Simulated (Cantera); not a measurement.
## Premixed flame

A freely propagating, adiabatic, planar premixed flame of CH₄ : H₂ : O₂ : N₂ : H₂O = 1 : 1 : 2.62 : 9.87 : 0.6 (molar parts), equivalence ratio 0.95, unburnt at 698 K and 1.10 bar; mixture-averaged transport, grid criteria slope 0.08 and curve 0.16, no radiation.

Cantera simulation using GRI-Mech 3.0 (53 species, 325 reactions); the numbers are that mechanism's predictions, not measurements. Burning velocities carry a grid error of a few per cent, more on coarse grids.

| z (mm) | T (K) | u (m/s) | x CH₄ | x H₂ | x O₂ | x HCO | x OH | x CH₂ |
|---|---|---|---|---|---|---|---|---|
| -0.792 | 698 | 2.38 | 0.0663 | 0.0659 | 0.174 | <1e-8 | <1e-8 | <1e-8 |
| -0.528 | 699 | 2.38 | 0.0663 | 0.0650 | 0.174 | <1e-8 | <1e-8 | <1e-8 |
| -0.396 | 701 | 2.39 | 0.0664 | 0.0635 | 0.174 | <1e-8 | 1.78e-8 | <1e-8 |
| -0.264 | 724 | 2.46 | 0.0656 | 0.0599 | 0.173 | <1e-8 | 2.14e-6 | <1e-8 |
| -0.132 | 969 | 3.29 | 0.0545 | 0.0515 | 0.158 | 9.77e-7 | 9.58e-5 | 4.53e-7 |
| -0.0660 | 1325 | 4.52 | 0.0341 | 0.0455 | 0.127 | 1.93e-5 | 0.000598 | 9.71e-6 |
| 0 | 1705 | 5.87 | 0.00982 | 0.0368 | 0.0804 | 7.55e-5 | 0.00328 | 5.09e-5 |
| 0.0660 | 1882 | 6.50 | 0.00100 | 0.0263 | 0.0486 | 3.12e-5 | 0.00829 | 1.94e-5 |
| 0.132 | 1937 | 6.67 | 5.42e-5 | 0.0208 | 0.0360 | 2.75e-6 | 0.0113 | 1.50e-6 |
| 0.264 | 1998 | 6.84 | 1.67e-7 | 0.0187 | 0.0293 | 8.31e-8 | 0.0126 | <1e-8 |
| 0.528 | 2075 | 7.07 | <1e-8 | 0.0175 | 0.0257 | 4.31e-8 | 0.0127 | <1e-8 |
| 1.06 | 2165 | 7.33 | <1e-8 | 0.0148 | 0.0225 | 2.29e-8 | 0.0120 | <1e-8 |
| 2.11 | 2250 | 7.57 | <1e-8 | 0.0115 | 0.0194 | 1.07e-8 | 0.0106 | <1e-8 |
x: mole fraction of selected species; z is measured from the peak of heat release.

| Item | Value |
|---|---|
| laminar burning velocity | 238 cm/s |
| thermal thickness | 0.264 mm |
| peak x(HCO) | 7.64e-5 |
| peak x(OH) | 0.0128 |
| peak x(CH₂) | 5.18e-5 |
| grid points | 150 |
